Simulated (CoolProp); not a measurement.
The numbers come from the reference Helmholtz-energy equation of state, Leachman 2009 in CoolProp.

Give the vapour pressure (bar), vapour density (kg/m³), liquid cp (kJ/(kg K)), liquid viscosity (µPa s) of saturated normal hydrogen at 24.2, 25.2, 31.5 K.


| T (K) | p (bar) | vapour density (kg/m³) | liquid cp (kJ/(kg K)) | liquid viscosity (µPa s) |
|---|---|---|---|---|
| 24.2 | 2.70 | 3.29 | 12.5 | 10.0 |
| 25.2 | 3.35 | 4.06 | 13.5 | 9.32 |
| 31.5 | 10.2 | 14.5 | 41.9 | 5.42 |

Viscosity comes from a separate model (Muzny 2013).
